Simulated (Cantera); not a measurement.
A freely propagating, adiabatic, planar premixed flame of H2 : O2 : N2 = 1 : 0.179 : 0.75 (molar parts), equivalence ratio 2.8, unburnt at 650 K and 0.110 bar; mixture-averaged transport, grid criteria slope 0.08 and curve 0.16, no radiation.

Detailed kinetics in Cantera: the H2/O2 subset of GRI-Mech 3.0, which has no nitrogen chemistry. Burning velocities carry a grid error of a few per cent, more on coarse grids.

x: mole fraction of selected species; z is measured from the peak of heat release.

| z (mm) | T (K) | u (m/s) | x H2 | x O2 | x O | x OH | x H2O | x H |
|---|---|---|---|---|---|---|---|---|
| -26.7 | 650 | 6.75 | 0.518 | 0.0928 | <1e-8 | <1e-8 | <1e-8 | <1e-8 |
| -17.8 | 650 | 6.75 | 0.518 | 0.0928 | <1e-8 | <1e-8 | <1e-8 | <1e-8 |
| -13.3 | 650 | 6.75 | 0.518 | 0.0928 | <1e-8 | <1e-8 | <1e-8 | <1e-8 |
| -8.89 | 650 | 6.75 | 0.518 | 0.0928 | 1.39e-8 | <1e-8 | 2.42e-7 | 1.80e-6 |
| -4.45 | 662 | 6.86 | 0.516 | 0.0925 | 1.17e-5 | 1.51e-5 | 0.000849 | 0.000900 |
| -2.22 | 761 | 7.82 | 0.493 | 0.0888 | 0.000227 | 0.000129 | 0.0110 | 0.0130 |
| 0 | ? | 10.7 | ? | ? | ? | 0.00105 | ? | ? |
| 2.22 | 1260 | 12.6 | 0.290 | 0.00309 | 0.000822 | 0.00104 | 0.185 | 0.117 |
| 4.45 | 1332 | 13.3 | 0.291 | ? | 0.000419 | 0.00111 | 0.191 | 0.111 |
| 8.89 | 1419 | 14.1 | 0.299 | 0.000125 | 0.000408 | 0.00137 | 0.193 | 0.0992 |
| 17.8 | 1521 | 15.0 | 0.309 | 0.000110 | 0.000381 | 0.00162 | 0.194 | 0.0845 |
| 35.6 | 1630 | 15.9 | 0.320 | 8.68e-5 | 0.000313 | 0.00178 | 0.196 | 0.0684 |
| 71.1 | 1735 | 16.8 | 0.331 | 5.91e-5 | 0.000221 | 0.00176 | 0.197 | 0.0524 |

Complete the blanks.


- 0, T (K): 1065
- 0, x H2: 0.368
- 0, x O2: 0.0459
- 0, x O: 0.00253
- 0, x H2O: 0.100
- 0, x H: 0.0814
- 4.45, x O2: 0.000261
